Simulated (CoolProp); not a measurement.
R113 along the isobar 5.59 MPa: density (kg/m³) from the reference equation and from simpler models built on Tc = 214.1 °C, pc = 3.392 MPa, ω = 0.253; each cubic takes its own stable root.

Computed with CoolProp (reference Helmholtz-energy equation of state, Marx 1992).

| T (°C) | phase | reference | van der Waals | Redlich-Kwong | Soave-Redlich-Kwong | Peng-Robinson |
|---|---|---|---|---|---|---|
| 43.35 | liquid | 1536 | 972.1 | 1399 | 1439 | 1622 |
| 69.55 | liquid | 1474 | 940.3 | 1338 | 1381 | 1558 |
| 95.75 | liquid | 1409 | 906.0 | 1272 | 1315 | 1485 |
| 122.05 | liquid | 1339 | 868.6 | 1198 | 1240 | 1401 |
| 148.25 | liquid | 1261 | 827.3 | 1116 | 1154 | 1302 |
| 174.45 | liquid | 1170 | 780.8 | 1023 | 1052 | 1183 |
| 200.65 | liquid | 1058 | 726.8 | 912.2 | 925.2 | 1034 |
| 226.85 | supercritical | 895.4 | 661.4 | 774.2 | 757.0 | 832.8 |
